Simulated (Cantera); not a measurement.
## Fe2O3 + CO (carbothermic reduction)

Charge: 1 mol Fe2O3, a varied amount of CO, equilibrated at 101000 Pa.

Equilibrium computed with Cantera from the NASA thermochemical tables; the gas is ideal and each condensed phase is pure. Candidate condensed phases: C, Fe, Fe(CO)5, FeO, Fe2O3, Fe3O4; 15 gas species. Each liquid is taken as pure. Mutual solubility and eutectic melting of coexisting phases are not modelled. The tables' stoichiometric FeO is somewhat more stable than real wüstite, so its field is too wide. FeO: taken at fixed stoichiometry. Rates play no part.

**Question.** Map the stable condensed phases over T = 1473, 1573, 1673, 1773, 1873, 1973, 2073, 2173, 2273 K and n(CO) in mol = 1.3, 1.6, 2, 2.5, 3.1, 3.8, 4.7, 5.9, 7.4, 9.2, 11, 14, 18.

**Answer.** 
```
T in K \ n(CO) in mol
         1.3 1.6   2 2.5 3.1 3.8 4.7 5.9 7.4 9.2  11  14  18
   2273    A   A   A   A   A   A   A   A   A   A   A   B   B
   2173    A   A   A   A   A   A   A   A   A   A   A   B   B
   2073    A   A   A   A   A   A   A   A   A   A   A   B   B
   1973    A   A   A   A   A   A   A   A   A   A   B   B   B
   1873    A   A   A   A   A   A   A   A   A   A   B   B   B
   1773    A   A   A   A   A   A   A   A   A   B   B   B   B
   1673    A   A   A   A   A   A   A   A   A   B   B   B   B
   1573    A   A   A   A   A   A   A   A   A   B   B   B   B
   1473    A   A   A   A   A   A   A   A   B   B   B   B   B
```
A: FeO; B: Fe + FeO.
